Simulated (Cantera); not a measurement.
Equilibrium for sublimation and decomposition of ceramics: SiC + Si + H2

Feed: 1 mol SiC, 0.48 mol Si, 0.015 mol H2, held at 1.00 bar.

Equilibrium computed with Cantera from the NASA thermochemical tables; the gas is ideal and each condensed phase is pure. Candidate condensed phases: C, C6H6, C7H8, C8H18, Si, SiC; 87 gas species. Mutual solubility and eutectic melting of coexisting phases are not modelled. Gases not in the tables: Si2H6 and higher silanes. Kinetics and transport are ignored.

From 2425 K to 2975 K the condensed part is Si(l) + SiC(s). The main Si-bearing gas is Si throughout.

```json
[
 {"T (K)": "2425", "x H2": "0.977", "x H": "0.0177", "x Si": "0.00266", "x Si2C": "0.000312", "x SiC2": "2.20e-5", "x C2H2 (acetylene)": "0.000304", "x SiH": "0.000782", "n Si(l)": "0.480", "n SiC(s)": "1.000"},
 {"T (K)": "2475", "x H2": "0.971", "x H": "0.0222", "x Si": "0.00393", "x Si2C": "0.000527", "x SiC2": "4.83e-5", "x C2H2 (acetylene)": "0.000481", "x SiH": "0.00106", "n Si(l)": "0.480", "n SiC(s)": "1.000"},
 {"T (K)": "2525", "x H2": "0.962", "x H": "0.0275", "x Si": "0.00571", "x Si2C": "0.000871", "x SiC2": "0.000103", "x C2H2 (acetylene)": "0.000745", "x SiH": "0.00143", "n Si(l)": "0.480", "n SiC(s)": "1.000"},
 {"T (K)": "2575", "x H2": "0.952", "x H": "0.0338", "x Si": "0.00818", "x Si2C": "0.00141", "x SiC2": "0.000211", "x C2H2 (acetylene)": "0.00113", "x SiH": "0.00189", "n Si(l)": "0.480", "n SiC(s)": "1.000"},
 {"T (K)": "2625", "x H2": "0.939", "x H": "0.0411", "x Si": "0.0116", "x Si2C": "0.00224", "x SiC2": "0.000423", "x C2H2 (acetylene)": "0.00168", "x SiH": "0.00247", "n Si(l)": "0.480", "n SiC(s)": "1.000"},
 {"T (K)": "2675", "x H2": "0.922", "x H": "0.0496", "x Si": "0.0161", "x Si2C": "0.00350", "x SiC2": "0.000826", "x C2H2 (acetylene)": "0.00246", "x SiH": "0.00319", "n Si(l)": "0.480", "n SiC(s)": "1.000"},
 {"T (K)": "2725", "x H2": "0.901", "x H": "0.0592", "x Si": "0.0222", "x Si2C": "0.00537", "x SiC2": "0.00157", "x C2H2 (acetylene)": "0.00351", "x SiH": "0.00406", "n Si(l)": "0.480", "n SiC(s)": "1.000"},
 {"T (K)": "2775", "x H2": "0.875", "x H": "0.0700", "x Si": "0.0302", "x Si2C": "0.00811", "x SiC2": "0.00291", "x C2H2 (acetylene)": "0.00492", "x SiH": "0.00512", "n Si(l)": "0.479", "n SiC(s)": "1.000"},
 {"T (K)": "2825", "x H2": "0.842", "x H": "0.0819", "x Si": "0.0407", "x Si2C": "0.0121", "x SiC2": "0.00529", "x C2H2 (acetylene)": "0.00675", "x SiH": "0.00636", "n Si(l)": "0.479", "n SiC(s)": "0.999"},
 {"T (K)": "2875", "x H2": "0.802", "x H": "0.0947", "x Si": "0.0541", "x Si2C": "0.0177", "x SiC2": "0.00939", "x C2H2 (acetylene)": "0.00904", "x SiH": "0.00778", "n Si(l)": "0.479", "n SiC(s)": "0.999"},
 {"T (K)": "2925", "x H2": "0.750", "x H": "0.108", "x Si": "0.0714", "x Si2C": "0.0256", "x SiC2": "0.0163", "x C2H2 (acetylene)": "0.0118", "x SiH": "0.00938", "n Si(l)": "0.479", "n SiC(s)": "0.998"},
 {"T (K)": "2975", "x H2": "0.686", "x H": "0.121", "x Si": "0.0933", "x Si2C": "0.0365", "x SiC2": "0.0279", "x C2H2 (acetylene)": "0.0148", "x SiH": "0.0111", "n Si(l)": "0.478", "n SiC(s)": "0.998"}
]
```
x: gas mole fraction; n: condensed amount in mol.
